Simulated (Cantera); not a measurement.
A closed system holds: 1 mol Al2O3, 1.1 mol Cl2, 4.1 mol N2, 2.6 mol BCl3, equilibrated at 875 K and 0.930 bar.

Cantera equilibrium calculation (NASA polynomials, part measured and part estimated; ideal gas, pure solids and liquids). Candidate condensed phases: Al, AlCl3, AlN, Al2O3, B, BN, B2O3; 38 gas species. Condensed phases not in the tables: AlOCl, borates and borosilicate glass, alloys, solid solutions and most ternary compounds. Kinetics and transport are ignored.

Base state: N2 0.538, AlCl3 0.183, Cl2 0.144, BCl3 0.0977, Al2Cl6 0.0227, B3O3Cl3 0.0154, Cl 1.81e-5 (mole fractions); condensed: Al2O3(s) + B2O3(l).

Q: What changes in the equilibrium state with this change: BCl3 from 2.6 to 5.8 mol?

A: 
```json
[
 {"species": "N2", "before": "0.538", "after": "0.379"},
 {"species": "BCl3", "before": "0.0977", "after": "0.303"},
 {"species": "AlCl3", "before": "0.183", "after": "0.153"},
 {"species": "Cl2", "before": "0.144", "after": "0.102"},
 {"species": "B3O3Cl3", "before": "0.0154", "after": "0.0477"},
 {"species": "Al2Cl6", "before": "0.0227", "after": "0.0159"},
 {"species": "Cl", "before": "1.81e-5", "after": "1.52e-5"},
 {"species": "Al2O3(s), mol", "before": "0.131", "after": "0"},
 {"species": "B2O3(l), mol", "before": "0.752", "after": "0.483"}
]
```
